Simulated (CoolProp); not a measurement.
Vapour-liquid equilibrium of R125 (1) + R236EA (2) at 250 K; x and y are mole fractions of (1).

The numbers come from the multi-fluid Helmholtz-energy mixture model, Lemmon 2005 and Rui 2013; pair parameters Bell 2016 in CoolProp.

```
x      bubble pressure, mixture model (kPa)  bubble pressure, Raoult's law (kPa)  y, mixture model  y, Raoult's law
-----  ------------------------------------  -----------------------------------  ----------------  ---------------
0.05                                  40.56                                39.47             0.390            0.379
0.125                                 62.08                                59.98             0.627            0.624
0.2                                   82.98                                80.50             0.741            0.744
0.275                                 103.4                                101.0             0.808            0.815
0.35                                  123.5                                121.5             0.853            0.862
0.425                                 143.4                                142.0             0.886            0.896
0.5                                   163.1                                162.6             0.911            0.921
0.575                                 182.8                                183.1             0.931            0.940
0.65                                  202.7                                203.6             0.947            0.956
0.725                                 222.6                                224.1             0.961            0.968
0.8                                   242.9                                244.6             0.973            0.979
0.875                                 263.6                                265.1             0.984            0.988
0.95                                  284.8                                285.7             0.994            0.995
```

The largest gap from Raoult's law is +3.5 % in bubble pressure, at x = 0.125. No azeotrope shows between x = 0.05 and 0.95.

Pair parameters are fitted to limited data, so mixtures are less certain than the pure fluids. The gap from Raoult's law changes sign with composition, which may be real or a fault of the pair parameters; it wasn't checked against measurements.
